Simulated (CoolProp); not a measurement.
Model: reference Helmholtz-energy equation of state, Zhou 2012, in CoolProp.

**Question.** Give the vapour pressure (bar), liquid cp (kJ/(kg K)), vapour Z, surface tension (mN/m) of saturated p-xylene at 427.2, 444.8, 462.3 K.

**Answer.** 
```tsv
T (K)	p (bar)	liquid cp (kJ/(kg K))	vapour Z	surface tension (mN/m)
427.2	1.52	2.17	0.938	14.8
444.8	2.29	2.24	0.918	13.2
462.3	3.33	2.31	0.894	11.6
```

Surface tension comes from a separate correlation (Mulero 2014).
